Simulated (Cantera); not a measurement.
Feed: 1 mol trisilylamine, 8.6 mol N₂, 26 mol H₂, at 13.3 mbar.

These are equilibrium values from Cantera (NASA tables, ideal gas, pure condensed phases), not measurements of a reactor. Candidate condensed phases: Si, Si₃N₄; 18 gas species. The feed counts by its element totals alone. Gases not in the tables: Si₂H₆ and higher silanes. Rates play no part.

**Question.** Which condensed phases are stable at each of these points (T (°C)): 1125, 1225, 1325, 1425, 1525, 1625, 1725?

**Answer.** 
```json
[
 {"T (°C)": "1125", "condensed phases": "Si₃N₄(s)", "Si condensed (%)": "100.0"},
 {"T (°C)": "1225", "condensed phases": "Si₃N₄(s)", "Si condensed (%)": "100.0"},
 {"T (°C)": "1325", "condensed phases": "Si₃N₄(s)", "Si condensed (%)": "100.0"},
 {"T (°C)": "1425", "condensed phases": "Si₃N₄(s)", "Si condensed (%)": "99.9"},
 {"T (°C)": "1525", "condensed phases": "Si(l)", "Si condensed (%)": "99.6"},
 {"T (°C)": "1625", "condensed phases": "Si(l)", "Si condensed (%)": "98.5"},
 {"T (°C)": "1725", "condensed phases": "Si(l)", "Si condensed (%)": "95.0"}
]
```

From 1125 °C to 1425 °C the condensed part is Si₃N₄(s). From 1525 °C to 1725 °C the condensed part is Si(l).
